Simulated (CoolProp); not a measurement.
The fluid at 293.15 K and 0.736 MPa (gas) is heated at constant pressure to 334 K. The same conditions are run with several fluids, on thermodynamics alone (safety and materials aside).

Computed with CoolProp (reference Helmholtz-energy equation of state of each fluid (R407C: Lemmon 2003; C2F6 (R116): Lemmon 2006; ethylene: Smukala 2000; R410A: Lemmon 2003; hydrogen chloride: Thol 2018)). Blends and air are pseudo-pure fits.

**Question.** Rank R407C, C2F6 (R116), ethylene, R410A, hydrogen chloride by heat (kJ/kg), highest first.

**Answer.** ethylene (67.3), R407C (39.9), R410A (38.7), hydrogen chloride (35.5), C2F6 (R116) (33.8)

```json
[
 {"fluid": "R407C", "final density (kg/m³)": "24.9"},
 {"fluid": "C2F6 (R116)", "final density (kg/m³)": "38.6"},
 {"fluid": "ethylene", "final density (kg/m³)": "7.66"},
 {"fluid": "R410A", "final density (kg/m³)": "20.6"},
 {"fluid": "hydrogen chloride", "final density (kg/m³)": "9.97"}
]
```
